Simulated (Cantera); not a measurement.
A freely propagating, adiabatic, planar premixed flame of 9.30 % CH4, 0.344 % H2, 19.0 % O2, 71.4 % N2, unburnt at 600 K and 97.5 Torr; mixture-averaged transport, grid criteria slope 0.08 and curve 0.16, no radiation.

Model: GRI-Mech 3.0 (53 species, 325 reactions), integrated in Cantera. Burning velocities carry a grid error of a few per cent, more on coarse grids.

**Question.** Predict: laminar burning velocity; thermal thickness; peak x(C2H6); peak x(H); peak x(HO2).

**Answer.** 
* **laminar burning velocity**: 190 cm/s
* **thermal thickness**: 1.99 mm
* **peak x(C2H6)**: 0.00104
* **peak x(H)**: 0.0171
* **peak x(HO2)**: 0.000160
